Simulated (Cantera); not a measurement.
Input (Python, Cantera) and output of one run.

```python
import numpy as np
import cantera as ct

gas_names = """
    FeCL3 CL CL2 FeCL2
""".split()
cond_names = """
    FeCL2(s) FeCL2(L)
""".split()


def load(file, names, dense=False):
    # The tables refer to 1 bar. Condensed volumes are neglected.
    table = {s.name: s for s in ct.Species.list_from_file(file)}
    out = []
    for n in names:
        d = dict(table[n].input_data)
        d["thermo"] = dict(d["thermo"], **{"reference-pressure": 1e5})
        if dense:
            d["equation-of-state"] = {"model": "constant-volume", "density": "1e6 g/cm^3"}
        out.append(ct.Species.from_dict(d))
    return out


species = {s.name: s for s in load("nasa_gas.yaml", gas_names) + load("nasa_condensed.yaml", cond_names)}
# Each term lists the table entries of one substance; the one whose range holds T is used.
reactions = {
    'FeCl3(g) = FeCl2 + Cl(g)':
        [(-1, ['FeCL3']), (1, ['FeCL2(s)', 'FeCL2(L)']), (1, ['CL'])],
    '2 FeCl3(g) = Cl2(g) + 2 FeCl2':
        [(-2, ['FeCL3']), (1, ['CL2']), (2, ['FeCL2(s)', 'FeCL2(L)'])],
    'Cl(g) + FeCl2(g) = FeCl3(g)':
        [(-1, ['CL']), (-1, ['FeCL2']), (1, ['FeCL3'])],
}


def pick(names, T):
    return next(species[n] for n in names if species[n].thermo.min_temp <= T <= species[n].thermo.max_temp)


results = []
for label, terms in reactions.items():
    print(label)
    print("     T/K   dH/kJ  dS/(J/K)   dG/kJ   log10 K")
    for T in [300, 373, 473, 573, 673, 773]:
        used = [(nu, pick(names, T)) for nu, names in terms]
        dH = sum(nu * s.thermo.h(T) for nu, s in used) / 1e6
        dS = sum(nu * s.thermo.s(T) for nu, s in used) / 1e3
        dG = dH - T * dS / 1e3
        logK = -dG * 1e6 / (ct.gas_constant * T * np.log(10))
        results.append((label, T, dH, dS, dG, logK, [s.name for _, s in used]))
        print(f"{T:8g} {dH:8.1f} {dS:8.1f} {dG:8.1f} {logK:8.2f}")
```

It prints:

```
FeCl3(g) = FeCl2 + Cl(g)
     T/K   dH/kJ  dS/(J/K)   dG/kJ   log10 K
     300     32.6    -61.0     50.9    -8.86
     373     34.2    -56.3     55.2    -7.73
     473     36.4    -51.0     60.5    -6.69
     573     38.8    -46.5     65.4    -5.96
     673     41.2    -42.6     69.9    -5.42
     773     43.7    -39.1     73.9    -5.00
2 FeCl3(g) = Cl2(g) + 2 FeCl2
     T/K   dH/kJ  dS/(J/K)   dG/kJ   log10 K
     300   -177.4   -229.3   -108.6    18.91
     373   -175.0   -222.1    -92.1    12.90
     473   -171.4   -213.7    -70.4     7.77
     573   -167.7   -206.5    -49.4     4.50
     673   -163.7   -200.1    -29.0     2.25
     773   -159.5   -194.3     -9.3     0.63
Cl(g) + FeCl2(g) = FeCl3(g)
     T/K   dH/kJ  dS/(J/K)   dG/kJ   log10 K
     300   -233.4   -120.3   -197.3    34.36
     373   -233.6   -120.7   -188.5    26.40
     473   -233.7   -121.1   -176.5    19.49
     573   -234.0   -121.5   -164.3    14.98
     673   -234.2   -121.9   -152.2    11.81
     773   -234.4   -122.1   -140.0     9.46
```

Cantera with NASA thermochemical tables; ideal gases at 1 bar, condensed phases pure. Condensed species are held in their standard states even where they would react or evaporate.
